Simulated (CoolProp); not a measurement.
Vapour-liquid equilibrium of R134a (1) + R124 (2) at 0.519 MPa; x and y are mole fractions of (1).

Model: multi-fluid Helmholtz-energy mixture model, Tillner-Roth 1994 and de Vries 1995; pair parameters Bell 2016, in CoolProp.

| x | bubble temperature (°C) | y at the bubble point | dew temperature at overall composition x (°C) | liquid density (mol/L) |
|---|---|---|---|---|
| 0.05 | 33.7 | 0.084 | 34.3 | 9.777 |
| 0.125 | 31.6 | 0.199 | 33.0 | 9.944 |
| 0.2 | ? | 0.301 | 31.6 | 10.11 |
| 0.275 | 27.9 | ? | 30.2 | ? |
| 0.35 | 26.3 | 0.474 | 28.7 | 10.45 |
| 0.425 | 24.9 | 0.549 | 27.3 | ? |
| 0.5 | 23.5 | 0.618 | 25.8 | 10.80 |
| 0.575 | 22.3 | 0.682 | 24.4 | 10.98 |
| 0.65 | 21.2 | 0.743 | 22.9 | 11.17 |
| 0.725 | 20.1 | 0.800 | 21.5 | 11.36 |
| 0.8 | 19.2 | 0.856 | 20.1 | 11.56 |
| 0.875 | 18.3 | 0.910 | 18.9 | 11.76 |
| 0.95 | 17.4 | 0.964 | ? | ? |

Q: Some entries are withheld; supply them.

A: 
- 0.2, bubble temperature (°C): 29.7
- 0.275, y at the bubble point: 0.392
- 0.275, liquid density (mol/L): 10.28
- 0.425, liquid density (mol/L): 10.63
- 0.95, dew temperature at overall composition x (°C): 17.6
- 0.95, liquid density (mol/L): 11.97

No azeotrope shows between x = 0.05 and 0.95.

Pair parameters are fitted to limited data, so mixtures are less certain than the pure fluids.
